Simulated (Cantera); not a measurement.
Charge: 1 mol CCl₄, 0.018 mol F₂, 0.042 mol H₂, held at 2.70 mbar.

These are equilibrium values from Cantera (NASA tables, ideal gas, pure condensed phases), not measurements of a reactor. Candidate condensed phases: C, C₆H₆, C₇H₈, C₈H₁₈; 135 gas species. Ions and electrons are included (thermal ionisation). The tables' values for CCl are old estimates; treat these amounts as uncertain. The numbers say what is thermodynamically allowed, not how fast it happens.

x: gas mole fraction; nothing condenses.

| T (K) | x Cl | x C | x C₃ | x H | x C₂ |
|---|---|---|---|---|---|
| 3000 | 0.889 | 0.0153 | 0.0622 | 0.0149 | 0.00777 |
| 3500 | 0.819 | ___ | ___ | 0.0169 | ___ |
| 4000 | 0.784 | 0.190 | ___ | 0.0164 | ___ |
| 4500 | 0.781 | 0.195 | 2.11e-6 | 0.0164 | 0.000352 |
| 5000 | 0.781 | 0.195 | 5.82e-8 | 0.0164 | 6.82e-5 |

**Question.** What belongs in the gaps?

**Answer.** 
- 4000, x C₃: 0.000175
- 4000, x C₂: 0.00261
- 3500, x C: 0.125
- 3500, x C₃: 0.0159
- 3500, x C₂: 0.0157
